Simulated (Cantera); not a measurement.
An isothermal, constant-pressure homogeneous reactor starts with C2H6 : H2 = 1 : 2.1 (molar parts), at 1223 K and 0.340 bar.

Cantera simulation using GRI-Mech 3.0 (53 species, 325 reactions); the numbers are that mechanism's predictions, not measurements. GRI-Mech 3.0 stops at C3 and has no aromatics, soot or wall deposition, so with more carbon than oxygen in the feed, carbon stays in small species such as C2H2 where larger ones or solid carbon would form.

Predict: x(C2H6) at 200 s; x(H2) at 200 s; x(C2H2) at 200 s; x(CH3) at 200 s; x(H) at 200 s.


| Property | Result |
|---|---|
| x(C2H6) at 200 s | 0.000686 (gas-phase equilibrium 0.000492) |
| x(H2) at 200 s | 0.479 (gas-phase equilibrium 0.450) |
| x(C2H2) at 200 s | 0.0272 (gas-phase equilibrium 0.0215) |
| x(CH3) at 200 s | 8.51e-6 (gas-phase equilibrium 7.43e-6) |
| x(H) at 200 s | 4.65e-7 (gas-phase equilibrium 3.48e-7) |
